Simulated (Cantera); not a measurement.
An adiabatic, constant-pressure homogeneous reactor starts with CO : H2 : O2 : N2 = 1 : 0.2 : 0.261 : 0.981 (molar parts), equivalence ratio 2.3, at 1173 K and 101000 Pa. Integrator tolerance rtol = 1e-08.

Model: GRI-Mech 3.0 (53 species, 325 reactions), integrated in Cantera.

### Question
What does this change do: constant volume in place of constant pressure?

### Answer
| quantity | before | after |
|---|---|---|
| time of steepest temperature rise | 89.0 µs | 87.2 µs |
| temperature at 0.300 s | 2642 K | 2847 K |
| equilibrium temperature | 2642 K | 2847 K |
| x(CO) at 0.300 s | 0.295 (gas-phase equilibrium 0.295) | 0.302 (gas-phase equilibrium 0.302) |
| x(H2) at 0.300 s | 0.0187 (gas-phase equilibrium 0.0187) | 0.0181 (gas-phase equilibrium 0.0181) |
| x(O2) at 0.300 s | 0.00163 (gas-phase equilibrium 0.00163) | 0.00375 (gas-phase equilibrium 0.00375) |
| x(NO) at 0.300 s | 0.00193 (gas-phase equilibrium 0.00193) | 0.00393 (gas-phase equilibrium 0.00393) |
| x(H) at 0.300 s | 0.00622 (gas-phase equilibrium 0.00622) | 0.00873 (gas-phase equilibrium 0.00873) |
